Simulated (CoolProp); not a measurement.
Saturated liquid density (kg/m³) of C3F8 (R218): the reference equation beside estimates from Tc = 345.0 K, pc = 2.640 MPa, ω = 0.317. Rackett uses Z = 0.29056 − 0.08775 ω.

Model: reference Helmholtz-energy equation of state, Lemmon 2006, in CoolProp. It is a short technical equation, of lower accuracy than the large ones.

```tsv
T (K)	reference	Rackett	van der Waals	Peng-Robinson
168	1859	1988	1143	1960
181.8	1811	1938	1117	1922
195.6	1762	1887	1090	1880
209.4	1713	1833	1062	1834
223.3	1662	1777	1031	1782
237.1	1609	1718	998.6	1724
250.9	1553	1656	963.7	1660
264.7	1494	1590	925.7	1587
278.6	1428	1518	883.7	1502
292.4	1356	1438	837.1	1404
306.2	1273	1348	783.5	1287
320	1172	1239	719.0	1141
333.9	1027	1087	631.8	940.5
```

Absolute difference from the reference over all 13 rows, mean and median: Rackett 6.5 and 6.6 %, van der Waals 38.2 and 38.1 %, Peng-Robinson 5.7 and 6.2 %.
